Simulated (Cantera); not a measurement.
An isothermal, constant-pressure homogeneous reactor starts with 2.22 % C2H4, 97.8 % H2, at 1273 K and 20.0 Torr.

Cantera simulation using GRI-Mech 3.0 (53 species, 325 reactions); the numbers are that mechanism's predictions, not measurements. GRI-Mech 3.0 was tuned for natural gas; its chemistry of ethylene as a main component is partial and can be far from experiment. GRI-Mech 3.0 stops at C3 and has no aromatics, soot or wall deposition, so with more carbon than oxygen in the feed, carbon stays in small species such as C2H2 where larger ones or solid carbon would form. Radical loss at walls, strong at low pressure, is not modelled.

x: mole fraction; the columns are a selection and need not sum to one.

```csv
t (s),x C2H4,x H2,x C2H2,x H,x CH3,x C2H
2.00e-6,0.0222,0.978,1.01e-9,<1e-12,<1e-12,<1e-12
6.02e-6,0.0222,0.978,3.05e-9,1.09e-12,<1e-12,<1e-12
1.81e-5,0.0222,0.978,9.19e-9,3.64e-12,<1e-12,<1e-12
5.45e-5,0.0222,0.978,2.77e-8,1.28e-11,<1e-12,<1e-12
0.000164,0.0222,0.978,8.32e-8,4.49e-11,<1e-12,<1e-12
0.000494,0.0222,0.978,2.50e-7,1.47e-10,<1e-12,<1e-12
0.00149,0.0222,0.978,7.54e-7,4.54e-10,<1e-12,<1e-12
0.00447,0.0222,0.978,2.27e-6,___,<1e-12,<1e-12
0.0135,0.0222,0.978,6.85e-6,___,<1e-12,<1e-12
0.0405,0.0222,0.978,2.07e-5,___,2.55e-12,<1e-12
0.122,0.0222,0.978,6.38e-5,___,2.32e-11,<1e-12
0.367,0.0220,0.978,0.000227,___,4.56e-10,<1e-12
1.10,0.0184,0.978,0.00370,1.06e-5,3.38e-8,1.43e-11
3.32,0.00812,0.978,0.0136,1.07e-5,9.07e-8,5.31e-11
10.0,0.00237,0.978,0.0191,1.04e-5,1.43e-7,7.21e-11
```

Task: Fill in the missing entries.

Result: 
- 0.00447, x H: 1.38e-9
- 0.0135, x H: 4.19e-9
- 0.0405, x H: 1.30e-8
- 0.122, x H: 4.87e-8
- 0.367, x H: 5.52e-7
